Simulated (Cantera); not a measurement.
Feed: 1 mol SiCl₄, 140 mol H₂, 1.2 mol C₂H₄, equilibrated at 75.0 mbar.

These are equilibrium values from Cantera (NASA tables, ideal gas, pure condensed phases), not measurements of a reactor. Candidate condensed phases: C, C₆H₆, C₇H₈, C₈H₁₈, Si, SiC; 109 gas species. The numbers say what is thermodynamically allowed, not how fast it happens. All values below are at 1748 K.

Base state: H₂ 0.971, HCl 0.0276, H 0.000822, C₂H₂ (acetylene) 0.000110, CH₄ 6.51e-5, SiCl₂ 4.92e-5, Cl 1.80e-5 (mole fractions); condensed: C(graphite) + SiC(s).

What changes in the equilibrium state with this change: pressure from 75.0 mbar to 11.0 mbar?


```json
[
 {"species": "H₂", "before": "0.971", "after": "0.970"},
 {"species": "HCl", "before": "0.0276", "after": "0.0275"},
 {"species": "H", "before": "0.000822", "after": "0.00215"},
 {"species": "CH₄", "before": "6.51e-5", "after": "9.52e-6"},
 {"species": "SiCl₂", "before": "4.92e-5", "after": "4.91e-5"},
 {"species": "Cl", "before": "1.80e-5", "after": "4.70e-5"},
 {"species": "C₂H₂ (acetylene)", "before": "0.000110", "after": "0.000110"},
 {"species": "C(graphite), mol", "before": "1.37", "after": "1.37"},
 {"species": "SiC(s), mol", "before": "0.993", "after": "0.992"}
]
```

What changes in the equilibrium state with this change: pressure from 75.0 mbar to 1.33 mbar?


```json
[
 {"species": "H₂", "before": "0.971", "after": "0.966"},
 {"species": "HCl", "before": "0.0276", "after": "0.0274"},
 {"species": "H", "before": "0.000822", "after": "0.00615"},
 {"species": "SiCl₂", "before": "4.92e-5", "after": "4.87e-5"},
 {"species": "CH₄", "before": "6.51e-5", "after": "1.14e-6"},
 {"species": "Si", "before": "3.66e-7", "after": "2.06e-5"},
 {"species": "Cl", "before": "1.80e-5", "after": "0.000134"},
 {"species": "C₂H₂ (acetylene)", "before": "0.000110", "after": "0.000109"},
 {"species": "C(graphite), mol", "before": "1.37", "after": "1.38"},
 {"species": "SiC(s), mol", "before": "0.993", "after": "0.989"}
]
```
